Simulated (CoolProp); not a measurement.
Vapour-liquid equilibrium of cyclohexane (1) + n-nonane (2) at 339.1 K; x and y are mole fractions of (1).

The numbers come from the multi-fluid Helmholtz-energy mixture model, Zhou 2014 and Lemmon 2006; pair parameters Bell 2016 in CoolProp.

Give the bubble pressure and the first vapour's composition at x = 0.05, 0.35, 0.55. Is there an azeotrope?

x = 0.05: 0.08452 bar, y = 0.406; x = 0.35: 0.2521 bar, y = 0.858; x = 0.55: 0.3634 bar, y = 0.931. No azeotrope shows between x = 0.05 and 0.95.

Pair parameters are fitted to limited data, so mixtures are less certain than the pure fluids. The gap from Raoult's law changes sign with composition, which may be real or a fault of the pair parameters; it wasn't checked against measurements.
